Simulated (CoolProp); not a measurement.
A closed Brayton cycle with dry air: compressor inlet 306.15 K and 3.8 MPa, high pressure 7.74 MPa, turbine inlet 625 K, compressor efficiency 0.8, turbine efficiency 0.85, recuperator effectiveness 0.95 (on enthalpy, no pinch check). Each further row changes one setting.

Model: reference Helmholtz-energy equation of state, Lemmon 2000, in CoolProp. It is a pseudo-pure fit of the blend.

| case | thermal efficiency (%) | net work (kJ/kg) | compressor to turbine work | compressor exit (K) | turbine exit (K) |
|---|---|---|---|---|---|
| as stated | ___ | 13.4 | 0.87 | 392.9 | 530.1 |
| turbine inlet 575 K | 5.1 | 5.18 | 0.94 | 392.9 | 486.7 |
| compressor inlet 316.15 K | 9.3 | ___ | ___ | ___ | 530.1 |
| high pressure 6.58 MPa | ___ | ___ | 0.83 | ___ | ___ |
| recuperator effectiveness 0.5 | 7.6 | 13.4 | 0.87 | 392.9 | 530.1 |

Q: Complete the blanks.

A: 
- as stated, thermal efficiency (%): 12.0
- compressor inlet 316.15 K, net work (kJ/kg): 10.3
- compressor inlet 316.15 K, compressor to turbine work: 0.90
- compressor inlet 316.15 K, compressor exit (K): 405.6
- high pressure 6.58 MPa, thermal efficiency (%): 14.9
- high pressure 6.58 MPa, net work (kJ/kg): 13.7
- high pressure 6.58 MPa, compressor exit (K): 371.5
- high pressure 6.58 MPa, turbine exit (K): 550.4
